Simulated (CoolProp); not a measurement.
The fluid at 288.16 K and 0.0126 MPa expands adiabatically to 0.00131 MPa with isentropic efficiency 1. The same conditions are run with several fluids, on thermodynamics alone (safety and materials aside).

Model: reference Helmholtz-energy equation of state of each fluid (n-perfluorohexane: Gao 2022; propylene: Lemmon 2013; R141b: Lemmon 2006; dry air: Lemmon 2000), in CoolProp. Blends and air are pseudo-pure fits.

Q: Rank n-perfluorohexane, propylene, R141b, dry air by work (kJ/kg), highest first.

A: dry air (138), propylene (110), R141b (41.3), n-perfluorohexane (15.4)

| fluid | final temperature (K) | final density (kg/m³) |
|---|---|---|
| n-perfluorohexane | 268.1 | 0.199 |
| propylene | 206.4 | 0.0321 |
| R141b | 228.0 | 0.0810 |
| dry air | 150.7 | 0.0303 |
